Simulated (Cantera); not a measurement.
## Stirred combustor or abatement burner

A perfectly stirred reactor is fed with CH4 : H2 : O2 : N2 = 0.63 : 0.14 : 4.7 : 17.7 (molar parts), equivalence ratio 0.28, at 1.00 bar; it is adiabatic with a 798 K inlet, and is followed from long to short residence time, starting on the burning branch (τ in s: 0.17, 0.061, 0.022, 0.008, 0.0029, 0.001, 0.00038, 0.00014, 5e-05, 1.8e-05).

Computed with Cantera and GRI-Mech 3.0 (53 species, 325 reactions).

```json
[
 {"τ (s)": "0.17", "T (K)": "1465", "x CH4": "1.64e-5", "x H2": "1.78e-5", "x O2": "0.146", "x N2O": "9.95e-7", "x OH": "0.000273", "x NO": "1.59e-6"},
 {"τ (s)": "0.061", "T (K)": "1462", "x CH4": "3.17e-5", "x H2": "3.64e-5", "x O2": "0.146", "x N2O": "1.09e-6", "x OH": "0.000372", "x NO": "1.27e-6"},
 {"τ (s)": "0.022", "T (K)": "1457", "x CH4": "6.13e-5", "x H2": "7.46e-5", "x O2": "0.146", "x N2O": "1.03e-6", "x OH": "0.000500", "x NO": "8.92e-7"},
 {"τ (s)": "0.0080", "T (K)": "1447", "x CH4": "0.000120", "x H2": "0.000153", "x O2": "0.147", "x N2O": "8.47e-7", "x OH": "0.000654", "x NO": "5.81e-7"},
 {"τ (s)": "0.0029", "T (K)": "1426", "x CH4": "0.000247", "x H2": "0.000319", "x O2": "0.147", "x N2O": "6.17e-7", "x OH": "0.000815", "x NO": "3.75e-7"},
 {"τ (s)": "0.0010", "T (K)": "1381", "x CH4": "0.000651", "x H2": "0.000776", "x O2": "0.150", "x N2O": "3.38e-7", "x OH": "0.000878", "x NO": "2.04e-7"},
 {"τ (s)": "0.00038", "T (K)": "798", "x CH4": "0.0272", "x H2": "0.00604", "x O2": "0.203", "x N2O": "<1e-12", "x OH": "<1e-12", "x NO": "<1e-12"},
 {"τ (s)": "0.00014", "T (K)": "798", "x CH4": "0.0272", "x H2": "0.00604", "x O2": "0.203", "x N2O": "<1e-12", "x OH": "<1e-12", "x NO": "<1e-12"},
 {"τ (s)": "5.0e-5", "T (K)": "798", "x CH4": "0.0272", "x H2": "0.00604", "x O2": "0.203", "x N2O": "<1e-12", "x OH": "<1e-12", "x NO": "<1e-12"},
 {"τ (s)": "1.8e-5", "T (K)": "798", "x CH4": "0.0272", "x H2": "0.00604", "x O2": "0.203", "x N2O": "<1e-12", "x OH": "<1e-12", "x NO": "<1e-12"}
]
```
x: mole fraction; the columns are a selection and need not sum to one.
